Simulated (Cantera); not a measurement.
A Cantera script and what it prints.

```python
import numpy as np
import cantera as ct

gas_names = """
    CL CL2 H HCL H2 N NH NH2 NH3 N2 N2H2 N2H4 Si SiCL SiCL2 SiCL3 SiCL4 SiH SiHCL3 SiH2 SiH2CL2 SiH3
    SiH3CL SiH4 SiN Si2 Si2N Si3
""".split()
cond_names = """
    NH4CL(a) NH4CL(b) Si(cr) Si(L) Si3N4(a)
""".split()


# ... load() reads the species with a 1 bar reference pressure and builds the phases ...
atoms = {
    'SiHCl3': {'Si': 1, 'H': 1, 'CL': 3},
    'HCl': {'H': 1, 'CL': 1},
    'N2': {'N': 2},
}
top_T = {'Si3N4(a)': 2400}  # K; cautious upper limits of use, not melting points


# ... equilibrate(T, P, feed) seeds the gas with the atoms and calls Mixture.equilibrate('TP', solver="vcs", rtol=1e-11, max_steps=5000) ...
results = []
T = 898  # K
P = 10000  # Pa
for m in [6.6, 8.5, 11, 14, 19, 24, 31, 40]:
    feed = {'SiHCl3': 1, 'HCl': 0.048, 'N2': m}  # mol
    mix = equilibrate(T, P, feed)
    results.append((T, P, feed, dict(zip(mix.species_names, mix.species_moles))))
    x = sorted(zip(gas.X, gas.species_names), reverse=True)
    print(f"T = {T:g} K  P = {P:g} Pa  n(N2) = {m:g} mol  gas = {mix.phase_moles(0):.4g} mol")
    print("   x: " + "  ".join(f"{s} {v:.3e}" for v, s in x if v > 0.001))
    print("   condensed (mol): " + ("  ".join(f"{mix.phase(i).name} {mix.phase_moles(i):.4g}"
          for i in range(1, mix.n_phases) if mix.phase_moles(i) > 1e-12) or "none"))
```

It prints:

```
T = 898 K  P = 10000 Pa  n(N2) = 6.6 mol  gas = 7.791 mol
   x: N2 8.104e-01  HCL 9.837e-02  SiCL4 7.318e-02  H2 1.805e-02
   condensed (mol): Si3N4(a) 0.1432
T = 898 K  P = 10000 Pa  n(N2) = 8.5 mol  gas = 9.693 mol
   x: N2 8.471e-01  HCL 8.104e-02  SiCL4 5.833e-02  H2 1.352e-02
   condensed (mol): Si3N4(a) 0.1448
T = 898 K  P = 10000 Pa  n(N2) = 11 mol  gas = 12.19 mol
   x: N2 8.781e-01  HCL 6.597e-02  SiCL4 4.598e-02  H2 9.975e-03
   condensed (mol): Si3N4(a) 0.1464
T = 898 K  P = 10000 Pa  n(N2) = 14 mol  gas = 15.2 mol
   x: N2 9.019e-01  HCL 5.407e-02  SiCL4 3.662e-02  H2 7.441e-03
   condensed (mol): Si3N4(a) 0.1478
T = 898 K  P = 10000 Pa  n(N2) = 19 mol  gas = 20.2 mol
   x: N2 9.259e-01  HCL 4.171e-02  SiCL4 2.729e-02  H2 5.084e-03
   condensed (mol): Si3N4(a) 0.1495
T = 898 K  P = 10000 Pa  n(N2) = 24 mol  gas = 25.2 mol
   x: N2 9.405e-01  HCL 3.403e-02  SiCL4 2.173e-02  H2 3.774e-03
   condensed (mol): Si3N4(a) 0.1508
T = 898 K  P = 10000 Pa  n(N2) = 31 mol  gas = 32.2 mol
   x: N2 9.533e-01  HCL 2.713e-02  SiCL4 1.688e-02  H2 2.708e-03
   condensed (mol): Si3N4(a) 0.1521
T = 898 K  P = 10000 Pa  n(N2) = 40 mol  gas = 41.2 mol
   x: N2 9.634e-01  HCL 2.156e-02  SiCL4 1.310e-02  H2 1.935e-03
   condensed (mol): Si3N4(a) 0.1534
```

Cantera equilibrium calculation (NASA polynomials, part measured and part estimated; ideal gas, pure solids and liquids). N2 is the only nitrogen source here; it is nearly inert below about 1500 K, so the nitride shown seldom forms there in practice.
